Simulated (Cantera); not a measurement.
A closed system holds: 1 mol Cu, 16 mol HF, 2.6 mol N₂, at 1.33 mbar.

Equilibrium computed with Cantera from the NASA thermochemical tables; the gas is ideal and each condensed phase is pure. Candidate condensed phases: Cu, CuF₂; 25 gas species. Kinetics and transport are ignored.

Task: At 1473 K, list the 5 most abundant gas species with their mole fractions, and the condensed phases.

Result: HF 0.851, N₂ 0.139, CuF 0.00444, Cu 0.00388, H₂ 0.00221. Condensed: Cu(l).
